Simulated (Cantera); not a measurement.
Input: 1 mol MgO, 0.12 mol H2S, 46 mol N2, held at 1.00 bar.

Cantera equilibrium calculation (NASA polynomials, part measured and part estimated; ideal gas, pure solids and liquids). Candidate condensed phases: H2O, H2SO4, Mg, MgO, Mg(OH)2, MgS, MgSO4, S; 43 gas species. Mutual solubility and eutectic melting of coexisting phases are not modelled. The numbers say what is thermodynamically allowed, not how fast it happens. All values below are at 1473 K.

Base state: N2 0.996, H2 0.00223, S2 0.00111, H2S 0.000309, H2O 4.65e-5, SH 2.29e-5 (mole fractions); condensed: MgO(s) + MgS(s).

What changes in the equilibrium state with this change: H2S from 0.12 to 0.073 mol?


```
species        before     after
-----------  --------  --------
N2              0.996     0.998
H2            0.00223   0.00140
S2            0.00111  0.000696
H2S          0.000309  0.000153
H2O           4.65e-5   2.31e-5
MgO(s), mol     0.998     0.999
MgS(s), mol   0.00216   0.00107
```
